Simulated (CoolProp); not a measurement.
Saturated liquid density (kg/m³) of propylene: the reference equation beside estimates from Tc = 91.1 °C, pc = 4.555 MPa, ω = 0.146.

Values from CoolProp's reference Helmholtz-energy equation of state, Lemmon 2013.

```json
[
 {"T (°C)": "-84.65", "reference": "654.1", "van der Waals": "410.8", "Redlich-Kwong": "609.3", "Soave-Redlich-Kwong": "___", "Peng-Robinson": "691.0"},
 {"T (°C)": "-73.05", "reference": "640.6", "van der Waals": "403.1", "Redlich-Kwong": "596.4", "Soave-Redlich-Kwong": "601.8", "Peng-Robinson": "678.4"},
 {"T (°C)": "-61.55", "reference": "627.0", "van der Waals": "395.2", "Redlich-Kwong": "582.9", "Soave-Redlich-Kwong": "___", "Peng-Robinson": "665.1"},
 {"T (°C)": "-50.05", "reference": "613.1", "van der Waals": "386.8", "Redlich-Kwong": "568.5", "Soave-Redlich-Kwong": "576.0", "Peng-Robinson": "650.7"},
 {"T (°C)": "-38.45", "reference": "598.6", "van der Waals": "377.9", "Redlich-Kwong": "553.1", "Soave-Redlich-Kwong": "561.6", "Peng-Robinson": "635.0"},
 {"T (°C)": "-26.95", "reference": "583.7", "van der Waals": "368.7", "Redlich-Kwong": "536.9", "Soave-Redlich-Kwong": "546.3", "Peng-Robinson": "618.3"},
 {"T (°C)": "-15.35", "reference": "568.0", "van der Waals": "358.8", "Redlich-Kwong": "519.4", "Soave-Redlich-Kwong": "___", "Peng-Robinson": "599.9"},
 {"T (°C)": "-3.85", "reference": "551.8", "van der Waals": "348.4", "Redlich-Kwong": "500.8", "Soave-Redlich-Kwong": "511.7", "Peng-Robinson": "580.1"},
 {"T (°C)": "7.65", "reference": "534.6", "van der Waals": "___", "Redlich-Kwong": "480.8", "Soave-Redlich-Kwong": "492.3", "Peng-Robinson": "558.3"},
 {"T (°C)": "19.25", "reference": "516.0", "van der Waals": "325.1", "Redlich-Kwong": "458.9", "Soave-Redlich-Kwong": "470.8", "Peng-Robinson": "534.1"},
 {"T (°C)": "30.75", "reference": "496.1", "van der Waals": "312.0", "Redlich-Kwong": "435.3", "Soave-Redlich-Kwong": "447.2", "Peng-Robinson": "507.3"}
]
```

**Question.** Complete the blanks.

**Answer.** 
- -84.65, Soave-Redlich-Kwong: 613.6
- -61.55, Soave-Redlich-Kwong: 589.4
- -15.35, Soave-Redlich-Kwong: 529.6
- 7.65, van der Waals: 337.2

Absolute difference from the reference over all 11 rows, mean and median: van der Waals 37.0 and 36.9 %, Redlich-Kwong 8.6 and 8.0 %, Soave-Redlich-Kwong 7.0 and 6.4 %, Peng-Robinson 5.2 and 5.6 %.
